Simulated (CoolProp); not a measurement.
Vapour-liquid equilibrium of R125 (1) + R143a (2) at 0.108 MPa; x and y are mole fractions of (1).

Values from CoolProp's multi-fluid Helmholtz-energy mixture model, Lemmon 2005 and Lemmon and Jacobsen 2000; pair parameters Lemmon 2004.

| x | bubble temperature, mixture model (K) | bubble temperature, Raoult's law (K) | y, mixture model | y, Raoult's law |
|---|---|---|---|---|
| 0.05 | 227.4 | 227.2 | 0.045 | 0.052 |
| 0.2 | 227.6 | 227.1 | 0.192 | 0.207 |
| 0.35 | 227.7 | 226.9 | 0.348 | 0.360 |
| 0.5 | 227.7 | 226.8 | 0.510 | 0.511 |
| 0.65 | 227.5 | 226.7 | 0.670 | 0.660 |
| 0.8 | 227.1 | 226.5 | 0.821 | 0.807 |
| 0.95 | 226.6 | 226.4 | 0.958 | 0.952 |

The largest gap from Raoult's law is +0.9 K in bubble temperature, at x = 0.5. y crosses x between x = 0.35 and 0.5: the model has an azeotrope there.

The pair parameters rest on a limited set of measurements; away from them the model extrapolates.
